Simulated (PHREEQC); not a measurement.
Model water analysis in mmol/kgw, 25 °C, pH 3.66, pe 8.4:

| constituent | mmol/kgw |
|---|---|
| Na | 3.2 |
| K | 1.52 |
| Ca | 4.17 |
| Mg | 0.135 |
| Cl | 4.19 |
| S(6) | 4.55 |
| Sr | 0.0052 |

Valence states are taken as typed.

All values are PHREEQC results (ion-association model, phreeqc.dat), not measurements.

Question: The ionic strength comes out as 0.0189 mol/kgw. What activity coefficients do SO4-2, CaHSO4+, Sr+2, HSO4-, K+ get?

Answer: SO4-2 0.59, CaHSO4+ 0.87, Sr+2 0.60, HSO4- 0.87, K+ 0.87.

No solid was allowed to form.
